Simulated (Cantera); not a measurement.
A closed system holds: 1 mol C2H5OH, 0.038 mol CO2, 3.5 mol H2, 1.5 mol O2, at 1448 K and 1 atm.

Equilibrium computed with Cantera from the NASA thermochemical tables; the gas is ideal and each condensed phase is pure. Candidate condensed phases: C, C6H6, C7H8, C8H18, H2O; 110 gas species. Equilibrium is a limit: real reactors are often held back by kinetics, nucleation or transport.

Base state: H2 0.555, H2O 0.206, CO 0.206, CO2 0.0324 (mole fractions); condensed: gas only.

Task: What changes in the equilibrium state with this change: temperature from 1448 K to 873.15 K?

Result: 
```csv
species,before,after
H2,0.555,0.483
H2O,0.206,0.241
CO2,0.0324,0.113
CO,0.206,0.0851
CH4,1.48e-6,0.0778
```
